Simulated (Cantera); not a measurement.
Mixture: C₂H₄ : O₂ : N₂ : H₂O = 1 : 2.73 : 10.3 : 0.4 (molar parts), equivalence ratio 1.1, at 1000000 Pa, adiabatic and at constant volume. Ignition delay is the time to a rise of 400 K.

Detailed kinetics in Cantera: GRI-Mech 3.0 (53 species, 325 reactions). GRI-Mech 3.0 was tuned for natural gas; its chemistry of ethylene as a main component is partial and can be far from experiment.

Problem. Predict: delay at 1200 K; delay at 1350 K; delay at 1500 K; delay at 1650 K; delay at 1800 K; apparent activation energy between 1650 and 1800 K.

Solution. 
```
Item                                                   Result
--------------------------------------------------  ---------
delay at 1200 K                                      0.677 ms
delay at 1350 K                                       35.6 µs
delay at 1500 K                                       5.18 µs
delay at 1650 K                                       2.16 µs
delay at 1800 K                                       1.24 µs
apparent activation energy between 1650 and 1800 K  91 kJ/mol
```
